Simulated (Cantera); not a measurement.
Input: 1 mol Cu, 16 mol CO₂, 170 mol N₂, equilibrated at 1175 K.

Method: chemical equilibrium by Gibbs-energy minimisation in Cantera with the NASA 1993 tables (ideal gas, pure condensed phases). Candidate condensed phases: C, Cu, CuO, Cu₂O; 27 gas species. Mutual solubility and eutectic melting of coexisting phases are not modelled. Kinetics and transport are ignored.

log p: log10 of the partial pressure in bar; n: condensed amount in mol.

```csv
P (Pa),log p N₂,log p CO₂,log p Cu,log p CO,log p O₂,n Cu(s),n Cu₂O(s)
10,-4.04,-5.07,-8.22,…,-8.94,0.989,0
41,-3.43,-4.45,-8.22,…,-8.54,0.997,0
160,-2.83,-3.86,-8.22,…,-8.15,0.999,0
670,-2.21,-3.24,-8.22,…,-7.74,1.000,0
2700,-1.61,-2.63,-8.22,…,-7.38,1.000,8.47e-5
11000,-1.00,-2.02,-8.22,…,-7.38,0.999,0.000564
45000,-0.39,-1.41,-8.22,…,-7.38,0.999,0.000692
180000,0.22,-0.81,-8.22,…,-7.38,0.999,0.000729
740000,0.83,-0.20,-8.22,…,-7.38,0.999,0.000741
3000000,1.44,0.41,-8.22,…,-7.38,0.999,0.000745
```

Task: Complete the blanks.

Result: 
- 10, log p CO: -8.62
- 41, log p CO: -8.20
- 160, log p CO: -7.81
- 670, log p CO: -7.39
- 2700, log p CO: -6.96
- 11000, log p CO: -6.35
- 45000, log p CO: -5.74
- 180000, log p CO: -5.14
- 740000, log p CO: -4.53
- 3000000, log p CO: -3.92
